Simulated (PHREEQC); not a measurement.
Consider water at 8.9 °C with 74 mmol/kgw NH4HF2 and 41 mmol/kgw H2SiF6. Closed to the air; pH follows from the charge balance.

The numbers come from PHREEQC with the ion-association model, phreeqc.dat.

Q: The ionic strength comes out as 0.136 mol/kgw. What activity coefficients do H+, F-, NH4+, SiF6-2, HF2- get?

A: H+ 0.82, F- 0.74, NH4+ 0.72, SiF6-2 0.35, HF2- 0.77.

This is a speciation only: nothing precipitates in the calculation. Complexes and solids missing from the database can't appear. At this temperature some constants are extrapolated from 25 °C, and those without enthalpy data are left unchanged. SiF6-2 is the database's only silicon fluoride.
